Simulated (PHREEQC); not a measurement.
Dissolve 0.14 mol ZnCl2, 0.058 mol NaCl and 4.3e-05 mol H2SO4 per kg of water at 20 °C. Closed to the air; pH follows from the charge balance.

Computed with PHREEQC (ion-association model, phreeqc.dat).

```json
{
 "pH": "4.17",
 "ionic_strength": "0.432 mol/kgw",
 "activity_of_water": "0.991",
 "density": "1.018 g/cm³",
 "total_alkalinity": "-0.0860 meq/kg"
}
```

```
species  molality  activity   log γ
-------  --------  --------  ------
Cl-         0.312     0.206  -0.179
Zn+2        0.118    0.0271  -0.640
Na+        0.0580    0.0419  -0.142
ZnCl+      0.0181    0.0120  -0.179
ZnCl2     0.00231   0.00255   0.043
ZnCl3-   0.000862  0.000572  -0.179
ZnCl4-2  0.000248   5.68e-5  -0.640
H+        8.88e-5   6.84e-5  -0.113
ZnSO4     2.29e-5   2.53e-5   0.043
SO4-2     1.88e-5   4.14e-6  -0.657
ZnOHCl    2.43e-6   2.68e-6   0.043
NaSO4-    1.20e-6   8.42e-7  -0.154
```

Precipitation was switched off in this run.
